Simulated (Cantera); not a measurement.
A freely propagating, adiabatic, planar premixed flame of H2 : O2 : N2 : H2O = 1 : 0.263 : 0.989 : 0.18 (molar parts), equivalence ratio 1.9, unburnt at 625 K and 9.87 atm; mixture-averaged transport, grid criteria slope 0.08 and curve 0.16, no radiation.

Cantera simulation using the H2/O2 subset of GRI-Mech 3.0, which has no nitrogen chemistry; the numbers are that mechanism's predictions, not measurements. The hydrogen kinetics of GRI-Mech 3.0 are dated; newer H2 mechanisms differ, most at raised pressure. Burning velocities carry a grid error of a few per cent, more on coarse grids.

Problem. What does this change do: H2O 0.18 to 0.23 parts?

Solution. 
| quantity | before | after |
|---|---|---|
| laminar burning velocity | 676 cm/s | 613 cm/s |
| thermal thickness | 0.0239 mm | 0.0241 mm |
| peak x(O) | 0.00131 | 0.00113 |
| peak x(OH) | 0.00420 | 0.00385 |
| peak x(HO2) | 0.00153 | 0.00156 |

Problem. What does this change do: inlet temperature 625 to 650 K?

Solution. 
| quantity | before | after |
|---|---|---|
| laminar burning velocity | 676 cm/s | 740 cm/s |
| thermal thickness | 0.0239 mm | 0.0241 mm |
| peak x(O) | 0.00131 | 0.00139 |
| peak x(OH) | 0.00420 | 0.00445 |
| peak x(HO2) | 0.00153 | 0.00151 |
